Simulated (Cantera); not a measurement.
What does this Cantera script print?

```python
import numpy as np
import cantera as ct

gas_names = [...]  # 136 gases of nasa_gas.yaml made of C, H, N, O
cond_names = """
    C(gr) C6H6(L) C7H8(L) C8H18(L),n-octa H2O(s) H2O(L)
""".split()


# ... load() reads the species with a 1 bar reference pressure and builds the phases ...
atoms = {
    'C2H2': {'C': 2, 'H': 2},
    'CO2': {'C': 1, 'O': 2},
    'N2': {'N': 2},
}
top_T = {'C(gr)': 4500}  # K; cautious upper limits of use, not melting points


# ... equilibrate(T, P, feed) seeds the gas with the atoms and calls Mixture.equilibrate('TP', solver="vcs", rtol=1e-11, max_steps=5000) ...
results = []
T = 2623  # K
P = 230  # Pa
for m in [0.41, 0.55, 0.73, 0.96, 1.3, 1.7, 2.3, 3]:
    feed = {'C2H2': 1, 'CO2': m, 'N2': 0.9}  # mol
    mix = equilibrate(T, P, feed)
    results.append((T, P, feed, dict(zip(mix.species_names, mix.species_moles))))

top = {s: max(r[3][s] / sum(r[3][g] for g in gas_names) for r in results) for s in gas_names}
cols = sorted((s for s in top if top[s] > 0.0001), key=lambda s: -top[s])[:5]
seen = [c for c in cond_names if any(r[3].get(c, 0) > 1e-12 for r in results)]
print("log10 of partial pressures in bar; condensed amounts in mol")
print(f"{'n(CO2)':>10s}" + "".join(f"{s[:9]:>10s}" for s in cols + seen))
for T, P, feed, n in results:
    ng = sum(n[g] for g in gas_names)
    print(f"{feed['CO2']:10.4g}" + "".join(f"{np.log10(max(n[s] / ng * P / 1e5, 1e-99)):10.3f}" for s in cols)
          + "".join(f"{n.get(c, 0):10.4g}" for c in seen))
```

It prints:

```
log10 of partial pressures in bar; condensed amounts in mol
    n(CO2)        CO         H        N2        H2         O     C(gr)
      0.41    -3.237    -3.131    -3.215    -3.512   -11.544      1.48
      0.55    -3.147    -3.157    -3.253    -3.563   -11.454      1.34
      0.73    -3.068    -3.188    -3.297    -3.624   -11.375     1.159
      0.96    -2.999    -3.223    -3.346    -3.695   -11.306    0.9281
       1.3    -2.932    -3.269    -3.411    -3.787   -11.239    0.5866
       1.7    -2.881    -3.316    -3.476    -3.881   -11.188    0.1845
       2.3    -2.858    -3.377    -3.529    -4.003    -4.432         0
         3    -2.868    -3.456    -3.591    -4.161    -3.971         0
```

Cantera equilibrium calculation (NASA polynomials, part measured and part estimated; ideal gas, pure solids and liquids).
